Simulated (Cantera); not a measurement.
Charge: 1 mol Si(CH₃)₄, 0.012 mol CH₄, 1.6 mol H₂, held at 2.70 mbar.

Equilibrium computed with Cantera from the NASA thermochemical tables; the gas is ideal and each condensed phase is pure. Candidate condensed phases: C, C₆H₆, C₇H₈, C₈H₁₈, Si, SiC; 87 gas species. Gases not in the tables: Si₂H₆ and higher silanes. Equilibrium is a limit: real reactors are often held back by kinetics, nucleation or transport. All values below are at 2550 K.

Base state: H₂ 0.484, H 0.418, Si 0.0684, SiC₂ 0.0204, C₂H₂ (acetylene) 0.00644, Si₂C 0.00111, SiH 0.000607, C₂H 0.000443 (mole fractions); condensed: C(graphite).

Task: What changes in the equilibrium state with this change: pressure from 2.70 mbar to 1.33 mbar?

Result: 
```tsv
species	before	after
H	0.418	0.527
H₂	0.484	0.381
Si	0.0684	0.0646
SiC₂	0.0204	0.0193
SiH₂	1.59e-5	5.84e-6
Si₂	5.29e-5	2.33e-5
Si₂C	0.00111	0.000490
C(graphite), mol	3.39	3.39
```
